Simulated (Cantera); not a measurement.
Cantera run:

```python
import numpy as np
import cantera as ct

gas_names = """
    F F2 N NF NF2 NF3 N2 Si SiF SiF2 SiF3 SiF4 SiN Si2 Si2N Si3
""".split()
cond_names = """
    Si(cr) Si(L) Si3N4(a)
""".split()


# ... load() reads the species with a 1 bar reference pressure and builds the phases ...
atoms = {
    'Si': {'Si': 1},
    'F2': {'F': 2},
    'N2': {'N': 2},
}
top_T = {'Si3N4(a)': 2400}  # K; cautious upper limits of use, not melting points


# ... equilibrate(T, P, feed) seeds the gas with the atoms and calls Mixture.equilibrate('TP', solver="vcs", rtol=1e-11, max_steps=5000) ...
results = []
feed = {'Si': 1, 'F2': 2.1, 'N2': 2.1}  # mol
P = 4700  # Pa
for T in [625, 725, 825, 925, 1025, 1125, 1225, 1325, 1425]:
    mix = equilibrate(T, P, feed)
    results.append((T, P, feed, dict(zip(mix.species_names, mix.species_moles))))

top = {s: max(r[3][s] / sum(r[3][g] for g in gas_names) for r in results) for s in gas_names}
cols = sorted((s for s in top if top[s] > 0.001), key=lambda s: -top[s])[:7]
seen = [c for c in cond_names if any(r[3].get(c, 0) > 1e-12 for r in results)]
print("log10 of partial pressures in bar; condensed amounts in mol")
print(f"{'T/K':>10s}" + "".join(f"{s[:9]:>10s}" for s in cols + seen))
for T, P, feed, n in results:
    ng = sum(n[g] for g in gas_names)
    print(f"{T:10.4g}" + "".join(f"{np.log10(max(n[s] / ng * P / 1e5, 1e-99)):10.3f}" for s in cols)
          + "".join(f"{n.get(c, 0):10.4g}" for c in seen))
```

Result:

```
log10 of partial pressures in bar; condensed amounts in mol
       T/K        N2      SiF4         F        F2       NF3
       625    -1.509    -1.825    -5.564    -3.989    -3.032
       725    -1.510    -1.829    -4.210    -3.156    -3.298
       825    -1.513    -1.834    -3.389    -2.941    -4.119
       925    -1.517    -1.839    -2.902    -3.090    -5.235
      1025    -1.521    -1.843    -2.652    -3.497    -6.560
      1125    -1.523    -1.846    -2.571    -4.083    -8.022
      1225    -1.524    -1.846    -2.552    -4.673    -9.391
      1325    -1.524    -1.846    -2.547    -5.199   -10.588
      1425    -1.524    -1.846    -2.546    -5.657   -11.624
```

These are equilibrium values from Cantera (NASA tables, ideal gas, pure condensed phases), not measurements of a reactor.
